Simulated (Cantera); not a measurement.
Input: 1 mol NH₃, a varied amount of O₂, 0.023 mol SO₂, equilibrated at 575 °C and 11.0 mbar.

Method: chemical equilibrium by Gibbs-energy minimisation in Cantera with the NASA 1993 tables (ideal gas, pure condensed phases). Candidate condensed phases: H₂O, H₂SO₄, S; 35 gas species. Equilibrium is a limit: real reactors are often held back by kinetics, nucleation or transport.

log p: log10 of the partial pressure in bar; nothing condenses.

```csv
n(O₂) (mol),log p H₂O,log p H₂,log p N₂,log p H₂S,log p NH₃
0.073,-2.98,-2.15,-2.56,-3.90,-7.23
0.1,-2.87,-2.17,-2.56,-3.90,-7.26
0.15,-2.72,-2.21,-2.56,-3.90,-7.31
0.22,?,-2.26,-2.56,-3.90,?
0.32,-2.42,-2.36,-2.56,-3.90,-7.55
0.46,?,?,-2.56,-3.90,?
0.66,-2.12,-3.21,-2.56,-3.90,-8.83
```

### Question
Some entries are withheld; supply them.

### Answer

- 0.46, log p H₂O: -2.27
- 0.46, log p H₂: -2.55
- 0.46, log p NH₃: -7.83
- 0.22, log p H₂O: -2.57
- 0.22, log p NH₃: -7.40
